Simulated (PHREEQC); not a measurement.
Make-up at 80 °C: 0.071 mol CdSO4, 0.14 mol NaOH and 0.22 mol H2SO4 per kg of water. Closed to the air; pH follows from the charge balance.

The numbers come from PHREEQC with the ion-association model, phreeqc.dat.

No solid was allowed to form.

Question: Order these S species by the share of S that they hold, largest first: NaSO4-, SO4-2, CdSO4, HSO4-, Cd(SO4)2-2.

Answer: HSO4- (75 %), SO4-2 (11 %), CdSO4 (8.0 %), Cd(SO4)2-2 (3.7 %), NaSO4- (2.0 %)

The pH is 1.22 and the ionic strength 0.380 mol/kgw. At this temperature some constants are extrapolated from 25 °C, and those without enthalpy data are left unchanged.
